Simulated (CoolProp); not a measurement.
Properties of sulfur hexafluoride along the isobar 162 kPa (Tc = 318.7 K, pc = 3755 kPa, ω = 0.210).

Values from CoolProp's reference Helmholtz-energy equation of state, Guder 2009.

| T (K) | phase | Z | cp (kJ/(kg K)) | isothermal compressibility (1/MPa) | conductivity (mW/(m K)) |
|---|---|---|---|---|---|
| 253.8 | gas | 0.9689 | ? | 6.377 | 9.73 |
| 280.8 | gas | 0.9778 | 0.6443 | 6.316 | 11.7 |
| 307.8 | gas | 0.9836 | 0.6864 | 6.277 | ? |
| 334.7 | gas | 0.9876 | 0.7243 | 6.251 | ? |
| 361.7 | gas | 0.9905 | 0.7583 | 6.232 | 17.8 |
| 388.7 | gas | 0.9927 | 0.7885 | 6.219 | 19.8 |
| 415.7 | gas | 0.9943 | 0.8152 | 6.208 | 21.8 |
| 442.7 | gas | 0.9955 | 0.8389 | 6.201 | ? |
| 469.6 | gas | 0.9965 | ? | 6.194 | 25.6 |

### Question
Some entries are withheld; supply them.

### Answer

- 253.8, cp (kJ/(kg K)): 0.5992
- 307.8, conductivity (mW/(m K)): 13.7
- 334.7, conductivity (mW/(m K)): 15.8
- 442.7, conductivity (mW/(m K)): 23.7
- 469.6, cp (kJ/(kg K)): 0.8598

Thermal conductivity comes from a separate model (Assael 2012).
